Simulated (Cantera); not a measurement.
What does this Cantera script print?

```python
import numpy as np
import cantera as ct

gas_names = """
    N2O N2
""".split()
cond_names = """
    NbO2(I) NbO2(II) NbO2(III) NbO2(L) Nb2O5(s) Nb2O5(L)
""".split()


# ... load() reads the species with a 1 bar reference pressure and builds the phases ...
species = {s.name: s for s in load("nasa_gas.yaml", gas_names) + load("nasa_condensed.yaml", cond_names)}
# Each term lists the table entries of one substance; the one whose range holds T is used.
reactions = {
    '2 NbO2 + N2O(g) = N2(g) + Nb2O5':
        [(-2, ['NbO2(I)', 'NbO2(II)', 'NbO2(III)', 'NbO2(L)']), (-1, ['N2O']), (1, ['N2']), (1, ['Nb2O5(s)', 'Nb2O5(L)'])],
}


def pick(names, T):
    return next(species[n] for n in names if species[n].thermo.min_temp <= T <= species[n].thermo.max_temp)


results = []
for label, terms in reactions.items():
    print(label)
    print("     T/K   dH/kJ  dS/(J/K)   dG/kJ   log10 K")
    for T in [300, 2075, 2175, 2275, 2375, 2475, 2575, 2675, 2775, 2875, 2975]:
        used = [(nu, pick(names, T)) for nu, names in terms]
        dH = sum(nu * s.thermo.h(T) for nu, s in used) / 1e6
        dS = sum(nu * s.thermo.s(T) for nu, s in used) / 1e3
        dG = dH - T * dS / 1e3
        logK = -dG * 1e6 / (ct.gas_constant * T * np.log(10))
        results.append((label, T, dH, dS, dG, logK, [s.name for _, s in used]))
        print(f"{T:8g} {dH:8.1f} {dS:8.1f} {dG:8.1f} {logK:8.2f}")
```

Result:

```
2 NbO2 + N2O(g) = N2(g) + Nb2O5
     T/K   dH/kJ  dS/(J/K)   dG/kJ   log10 K
     300   -391.2      0.0   -391.2    68.12
    2075   -293.2     48.5   -393.8     9.91
    2175   -288.1     50.9   -398.8     9.58
    2275   -469.3    -32.4   -395.5     9.08
    2375   -466.5    -31.2   -392.3     8.63
    2475   -463.7    -30.1   -389.3     8.22
    2575   -460.9    -29.0   -386.3     7.84
    2675   -458.0    -27.9   -383.5     7.49
    2775   -455.2    -26.9   -380.7     7.17
    2875   -452.5    -25.9   -378.1     6.87
    2975   -449.7    -24.9   -375.6     6.59
```

Standard-state values (1 bar) from the NASA 1993 polynomials, evaluated with Cantera. Condensed species are held in their standard states even where they would react or evaporate.
